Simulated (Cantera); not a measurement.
A Cantera script and its output.

```python
import numpy as np
import cantera as ct

gas = ct.Solution("gri30.yaml")
gas.TPX = 348, 100000, {'CO': 1, 'H2': 0.19, 'CH4': 1, 'O2': 2.16, 'N2': 8.65, 'H2O': 3.8}
flame = ct.FreeFlame(gas, width=0.04)
flame.set_refine_criteria(ratio=3, slope=0.08, curve=0.16)
flame.transport_model = "mixture-averaged"
flame.solve(loglevel=0, auto=True)
z, T = flame.grid, flame.T
thick = (T[-1] - T[0]) / np.gradient(T, z).max()
show = ['CO', 'H2', 'CH4', 'H', 'CH3', 'NO2']
print(f"laminar burning velocity  {flame.velocity[0] * 100:.3f} cm/s")
print(f"burnt temperature         {T[-1]:.1f} K")
print(f"thermal thickness         {thick * 1e3:.4f} mm")
print(f"grid points               {len(z)}")
z0 = z[flame.heat_release_rate.argmax()]
print(f"{'z/mm':>9s}{'T/K':>9s}{'u/(m/s)':>9s}" + "".join(f"{s:>11s}" for s in show))
rows = []
for k in (-3, -2, -1.5, -1, -0.5, -0.25, 0, 0.25, 0.5, 1, 2, 4, 8):
    zz = z0 + k * thick
    rows.append([k * thick, np.interp(zz, z, T), np.interp(zz, z, flame.velocity),
                 *(np.interp(zz, z, flame.X[gas.species_index(s)]) for s in show)])
    print(f"{rows[-1][0] * 1e3:9.3f}{rows[-1][1]:9.1f}{rows[-1][2]:9.3f}" + "".join(f"{x:11.3e}" for x in rows[-1][3:]))
```

Result:

```
laminar burning velocity  16.202 cm/s
burnt temperature         1786.4 K
thermal thickness         1.0105 mm
grid points               151
     z/mm      T/K  u/(m/s)         CO         H2        CH4          H        CH3        NO2
   -3.032    348.2    0.162  5.948e-02  1.202e-02  5.947e-02  1.416e-17  2.179e-12  1.403e-10
   -2.021    352.0    0.164  5.938e-02  1.341e-02  5.921e-02  3.694e-15  4.172e-11  3.607e-09
   -1.516    369.4    0.173  5.921e-02  1.515e-02  5.838e-02  1.945e-13  4.140e-10  2.527e-08
   -1.011    480.0    0.226  5.871e-02  1.829e-02  5.377e-02  1.675e-10  3.642e-08  2.088e-07
   -0.505    909.1    0.430  5.756e-02  2.242e-02  3.538e-02  5.838e-06  3.231e-05  3.839e-07
   -0.253   1253.1    0.592  5.646e-02  2.447e-02  1.888e-02  1.153e-04  3.560e-04  5.200e-08
    0.000   1561.0    0.734  5.120e-02  2.539e-02  3.940e-03  1.147e-03  6.440e-04  2.712e-09
    0.253   1679.4    0.783  3.870e-02  2.467e-02  2.003e-04  2.754e-03  7.125e-05  5.594e-10
    0.505   1713.7    0.795  3.091e-02  2.505e-02  6.803e-06  2.920e-03  2.971e-06  3.763e-10
    1.011   1742.7    0.806  2.700e-02  2.574e-02  2.504e-08  2.211e-03  1.275e-08  2.754e-10
    2.021   1764.3    0.815  2.648e-02  2.580e-02  4.620e-11  1.331e-03  2.511e-11  1.879e-10
    4.042   1777.1    0.821  2.661e-02  2.572e-02  3.793e-13  6.861e-04  1.527e-13  1.141e-10
    8.084   1782.9    0.823  2.669e-02  2.568e-02  1.072e-13  3.267e-04  2.436e-14  6.882e-11
```

Model: GRI-Mech 3.0 (53 species, 325 reactions), integrated in Cantera. Burning velocities carry a grid error of a few per cent, more on coarse grids.
